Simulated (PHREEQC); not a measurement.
Nickel, zinc or cadmium bath: an equilibrium model

A solution holds 0.00011 mol/kgw CdSO4, 0.00068 mol/kgw NaOH and 4.8e-05 mol/kgw HCl, at 25 °C and 10 atm. Closed to the air; pH follows from the charge balance.

All values are PHREEQC results (ion-association model, phreeqc.dat), not measurements.

Precipitation was switched off in this run.

Q: Predict the pH.

A: pH 10.64.

Q: In which forms is Cd present?

A: Cd(OH)2 63 %, CdOH+ 28 %, Cd+2 8.4 %, CdOHCl 0.6 % of the Cd.

The solution is supersaturated, for example in Cd(OH)2, so a real one may precipitate; this is no full list.
